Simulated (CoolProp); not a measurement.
The fluid at 283.35 K and 0.854 MPa expands adiabatically to 0.0859 MPa with isentropic efficiency 1. The same conditions are run with several fluids, on thermodynamics alone (safety and materials aside).

Values from CoolProp's reference Helmholtz-energy equation of state of each fluid (ethylene: Smukala 2000; fluorine: de Reuck 1990; oxygen: Schmidt 1985; CH3F (R41): Lemmon 2006; ethane: Bücker 2006).

Q: Rank ethylene, fluorine, oxygen, CH3F (R41), ethane by work (kJ/kg), highest first.

A: ethylene (144), ethane (139), oxygen (123), CH3F (R41) (116), fluorine (105)

```csv
fluid,final temperature (K),final phase,final density (kg/m³)
ethylene,166.6,"two-phase, vapour fraction 0.999",1.79
fluorine,149.2,gas,2.64
oxygen,146.7,gas,2.27
CH3F (R41),191.8,"two-phase, vapour fraction 0.929",2.05
ethane,181.9,gas,1.76
```
